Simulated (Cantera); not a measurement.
Input: 1 mol SiH2Cl2, 0.079 mol O2, 120 mol N2, at 11.0 mbar.

These are equilibrium values from Cantera (NASA tables, ideal gas, pure condensed phases), not measurements of a reactor. Candidate condensed phases: H2O, NH4Cl, Si, SiO2, Si2N2O, Si3N4; 47 gas species. The tables' values for SiCl, SiCl3 are old estimates; treat these amounts as uncertain. Rates play no part. All values below are at 1500 °C.

Base state: N2 0.982, H2 0.00600, SiCl2 0.00599, HCl 0.00416, SiO 0.00129, H 0.000210, Si 0.000125, Cl 0.000112 (mole fractions); condensed: Si3N4(s).

### Question
What changes in the equilibrium state with this change: O2 from 0.079 to 1.6 mol?

### Answer
| species | before | after |
|---|---|---|
| N2 | 0.982 | 0.977 |
| HCl | 0.00416 | 0.0109 |
| Cl | 0.000112 | 0.00535 |
| SiCl2 | 0.00599 | <1e-9 |
| H2 | 0.00600 | 1.82e-5 |
| SiO | 0.00129 | 8.15e-7 |
| O2 | <1e-9 | 0.00325 |
| H2O | <1e-9 | 0.00260 |
| Si3N4(s), mol | 0.0271 | 0 |
| SiO2(condensed), mol | 0 | 1.000 |
The tables hold silica as quartz up to 1696 K and as liquid above; real silica turns to tridymite and cristobalite and melts near 1996 K.
